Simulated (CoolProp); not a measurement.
Properties of propane along the isobar 101 kPa (Tc = 369.9 K, pc = 4251 kPa, ω = 0.152).

Model: reference Helmholtz-energy equation of state, Lemmon 2009, in CoolProp.

```tsv
T (K)	phase	density (kg/m³)	cp (kJ/(kg K))	cv (kJ/(kg K))	Prandtl number	fugacity coefficient
166.1	liquid	651.1	2.038	1.345	5.78	0.01534
197	liquid	618.7	2.117	1.378	4.23	0.1648
228	liquid	584.4	2.232	1.439	3.47	0.8475
259	gas	2.122	1.531	1.320	0.763	0.9752
290	gas	1.880	1.651	1.447	0.751	0.9827
320.9	gas	1.691	1.782	1.582	0.747	0.9874
351.9	gas	1.537	1.918	1.721	0.745	0.9906
382.9	gas	1.409	2.055	1.861	0.744	0.9928
413.8	gas	1.302	2.191	1.997	0.743	0.9944
444.8	gas	1.210	2.323	2.131	0.740	0.9956
475.8	gas	1.130	2.451	2.259	0.735	0.9965
```

Viscosity comes from a separate model (Vogel 1998). Thermal conductivity comes from a separate model (Marsh 2002).
